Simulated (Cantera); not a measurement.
A freely propagating, adiabatic, planar premixed flame of 18.5 % H₂, 17.1 % O₂, 64.4 % N₂, equivalence ratio 0.54, unburnt at 500 K and 3750 Torr; mixture-averaged transport, grid criteria slope 0.08 and curve 0.16, no radiation.

Cantera simulation using the H2/O2 subset of GRI-Mech 3.0, which has no nitrogen chemistry; the numbers are that mechanism's predictions, not measurements. The hydrogen kinetics of GRI-Mech 3.0 are dated; newer H2 mechanisms differ, most at raised pressure. Burning velocities carry a grid error of a few per cent, more on coarse grids. Lean hydrogen flames are cellular in practice and burn faster than this planar one.

Task: Predict: laminar burning velocity; thermal thickness; peak x(H₂O₂); peak x(H); peak x(HO₂).

Result: 
| Item | Value |
|---|---|
| laminar burning velocity | 92.3 cm/s |
| thermal thickness | 0.0803 mm |
| peak x(H₂O₂) | 0.000185 |
| peak x(H) | 0.00194 |
| peak x(HO₂) | 0.000632 |
